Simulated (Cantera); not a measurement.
**Fe + CO2 + CO (metals in furnace atmospheres)**

A closed system holds: 1 mol Fe, 0.31 mol CO2, 1.2 mol CO, at 0.133 bar.

Method: chemical equilibrium by Gibbs-energy minimisation in Cantera with the NASA 1993 tables (ideal gas, pure condensed phases). Candidate condensed phases: C, Fe, Fe(CO)5, FeO, Fe2O3, Fe3O4; 15 gas species. Each liquid is taken as pure. Mutual solubility and eutectic melting of coexisting phases are not modelled. The tables' stoichiometric FeO is somewhat more stable than real wüstite, so its field is too wide. FeO: taken at fixed stoichiometry. Rates play no part.

```
T (K)  log p CO  log p CO2  log p Fe  log p FeO  log p O  n Fe(γ)  n FeO(s)  n Fe(δ)  n FeO(l)  n Fe(l)
-----  --------  ---------  --------  ---------  -------  -------  --------  -------  --------  -------
1348      -0.95      -1.69     -8.39     -11.56     <-12    0.920    0.0804        0         0        0
1398      -0.94      -1.71     -7.84     -10.87   -12.82    0.913    0.0873        0         0        0
1448      -0.94      -1.72     -7.32     -10.22   -12.15    0.906    0.0936        0         0        0
1498      -0.94      -1.73     -6.84      -9.62   -11.52    0.900    0.0995        0         0        0
1548      -0.94      -1.74     -6.39      -9.07   -10.93    0.895     0.105        0         0        0
1598      -0.94      -1.75     -5.98      -8.54   -10.38    0.890     0.110        0         0        0
1648      -0.94      -1.76     -5.58      -8.05    -9.86    0.885     0.115        0         0        0
1698      -0.93      -1.79     -5.22      -7.62    -9.39        0         0    0.873     0.127        0
1748      -0.93      -1.82     -4.87      -7.21    -8.96        0         0    0.861     0.139        0
1798      -0.92      -1.85     -4.54      -6.82    -8.54        0         0    0.851     0.149        0
1848      -0.92      -1.86     -4.24      -6.46    -8.14        0         0        0     0.155    0.844
```
log p: log10 of the partial pressure in bar; n: condensed amount in mol.

From 1348 K to 1648 K the condensed part is Fe(γ) + FeO(s). From 1698 K to 1798 K the condensed part is Fe(δ) + FeO(l). At 1848 K the condensed part is Fe(l) + FeO(l). The main Fe-bearing gas is Fe throughout.
